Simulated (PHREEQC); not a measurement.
## Ultrapure water in contact with air or piping: speciation

Synthetic water in mg/L, 25 °C, pH 5.88, pe 11.4:

```csv
constituent,mg/L
Na,0.463
K,0.00315
Ca,0.0473
Mg,0.0465
Cl,0.215
S(6) as SO4,0.415
Alkalinity as HCO3,0.719
Si as SiO2,0.00135
O(0) (dissolved oxygen),0.000126
```

Na is adjusted to close the charge balance.
Valence states are taken as typed.

Equilibrium calculation in PHREEQC: ion-association model, wateq4f.dat.

```json
{
  "ionic_strength": "3.52e-5 mol/kgw"
}
```

```json
[
 {"species": "CO2", "molality": "3.86e-5", "activity": "3.86e-5", "log γ": "0.000"},
 {"species": "Na+", "molality": "2.02e-5", "activity": "2.01e-5", "log γ": "-0.003"},
 {"species": "HCO3-", "molality": "1.31e-5", "activity": "1.30e-5", "log γ": "-0.003"},
 {"species": "Cl-", "molality": "6.06e-6", "activity": "6.02e-6", "log γ": "-0.003"},
 {"species": "SO4-2", "molality": "4.32e-6", "activity": "4.20e-6", "log γ": "-0.012"},
 {"species": "Mg+2", "molality": "1.91e-6", "activity": "1.86e-6", "log γ": "-0.012"},
 {"species": "H+", "molality": "1.33e-6", "activity": "1.32e-6", "log γ": "-0.003"}
]
```

No solid was allowed to form.
